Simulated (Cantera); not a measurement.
Feed: 1 mol Mg(OH)2, 0.37 mol C, 6.5 mol O2, equilibrated at 0.590 bar.

Equilibrium computed with Cantera from the NASA thermochemical tables; the gas is ideal and each condensed phase is pure. Candidate condensed phases: C, C6H6, C7H8, C8H18, H2O, Mg, MgCO3, MgO, Mg(OH)2; 116 gas species. Equilibrium is a limit: real reactors are often held back by kinetics, nucleation or transport.

**Question.** At 748 K, list the 3 most abundant gas species with their mole fractions, and the condensed phases.

**Answer.** O2 0.817, H2O 0.133, CO2 0.0493. Condensed: MgO(s).
